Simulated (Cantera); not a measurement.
Charge: 1 mol CH₃SiCl₃, 0.015 mol C₂H₂, 37 mol H₂, equilibrated at 1975 K and 2.10 Torr.

Method: chemical equilibrium by Gibbs-energy minimisation in Cantera with the NASA 1993 tables (ideal gas, pure condensed phases). Candidate condensed phases: C, C₆H₆, C₇H₈, C₈H₁₈, Si, SiC; 109 gas species. The feed counts by its element totals alone. The tables' values for SiCl are old estimates; treat these amounts as uncertain. The numbers say what is thermodynamically allowed, not how fast it happens.

Base state: H₂ 0.901, HCl 0.0710, H 0.0245, Cl 0.00145, SiCl₂ 0.000690, C₂H₂ (acetylene) 0.000585, Si 0.000576, SiCl 7.67e-5 (mole fractions); condensed: C(graphite) + SiC(s).

### Question
What changes in the equilibrium state with this change: CH₃SiCl₃ replaced by CH₃SiH₃?

### Answer
```
species             before     after
----------------  --------  --------
H₂                   0.901     0.973
H                   0.0245    0.0255
C₂H₂ (acetylene)  0.000585  0.000632
HCl                 0.0710         0
Cl                 0.00145         0
Si                0.000576  0.000576
SiCl₂             0.000690         0
SiCl               7.67e-5         0
SiH                2.08e-5   2.17e-5
SiC₂               2.12e-5   2.12e-5
Si₂C               1.42e-5   1.42e-5
C(graphite), mol    0.0377   0.00278
SiC(s), mol          0.942     0.974
```
